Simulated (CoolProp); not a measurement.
Saturation properties of propylene (Tc = 91.1 °C, pc = 4.555 MPa, ω = 0.146).

Model: reference Helmholtz-energy equation of state, Lemmon 2013, in CoolProp.

```
T (°C)    p (MPa)  liquid density (kg/m³)  liquid cp (kJ/(kg K))  surface tension (mN/m)  liquid conductivity (mW/(m K))
-------  --------  ----------------------  ---------------------  ----------------------  ------------------------------
-101.65  0.003491                   673.5                  2.070                    24.8                             167
-95.25   0.005890                   666.2                  2.076                    23.8                             164
-88.85   0.009532                   658.9                  2.084                    22.8                             162
-82.45    0.01487                   651.6                  2.095                    21.9                             160
-76.05    0.02243                   644.2                  2.107                    20.9                             157
-69.65    0.03285                   636.7                  2.122                    20.0                             155
-63.25    0.04685                   629.1                  2.139                    19.0                             152
-56.85    0.06525                   621.4                  2.158                    18.1                             150
-50.45    0.08892                   613.6                  2.179                    17.2                             147
-44.05     0.1188                   605.6                  2.203                    16.3                             144
-37.65     0.1561                   597.5                  2.229                    15.3                             141
-31.25     0.2016                   589.3                  2.258                    14.4                             138
-24.85     0.2568                   580.9                  2.289                    13.5                             135
-18.45     0.3226                   572.3                  2.323                    12.7                             132
-12.05     0.4005                   563.4                  2.360                    11.8                             129
```

It boils at -47.6 °C under 1 atm.

Thermal conductivity comes from a separate model (Huber 2003), an estimate that may be off by 10 % or more. Surface tension comes from a separate correlation (Mulero 2012).
